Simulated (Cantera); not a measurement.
# Ignition delay

Mixture: CH3OH : O2 : N2 = 1 : 3 : 11.3 (molar parts), equivalence ratio 0.50, at 16.0 bar, adiabatic and at constant pressure. Ignition delay is the time to a rise of 400 K.

Cantera simulation using GRI-Mech 3.0 (53 species, 325 reactions); the numbers are that mechanism's predictions, not measurements. GRI-Mech 3.0 was tuned for natural gas; its chemistry of methanol as a main component is partial and can be far from experiment. The pressure lies above the range GRI-Mech 3.0 was tuned for (to about 10 atm).

| T0 (K) | delay (ms) |
|---|---|
| 1175 | 1.93 |
| 1225 | 0.834 |
| 1275 | 0.388 |
| 1325 | 0.194 |
| 1375 | 0.103 |
| 1425 | 0.0584 |
| 1475 | 0.0350 |

- apparent activation energy between 1375 and 1475 K: 180 kJ/mol
